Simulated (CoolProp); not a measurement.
Vapour-liquid equilibrium of isohexane (1) + n-heptane (2) at 28.65 °C; x and y are mole fractions of (1).

The numbers come from the multi-fluid Helmholtz-energy mixture model, Lemmon 2006 and Span 2003; pair parameters Bell 2016 in CoolProp.

```
x     bubble pressure (MPa)  y at the bubble point  dew pressure at overall composition x (MPa)  liquid density (mol/L)
----  ---------------------  ---------------------  -------------------------------------------  ----------------------
0.05               0.008586                  0.192                                     0.007586                   6.784
0.2                 0.01240                  0.526                                     0.008647                   6.888
0.35                0.01615                  0.702                                      0.01005                   6.994
0.5                 0.01991                  0.813                                      0.01198                   7.104
0.65                0.02372                  0.890                                      0.01482                   7.216
0.8                 0.02758                  0.946                                      0.01938                   7.330
0.95                0.03146                  0.988                                      0.02792                   7.447
```

No azeotrope shows between x = 0.05 and 0.95.

Pair parameters are fitted to limited data, so mixtures are less certain than the pure fluids.
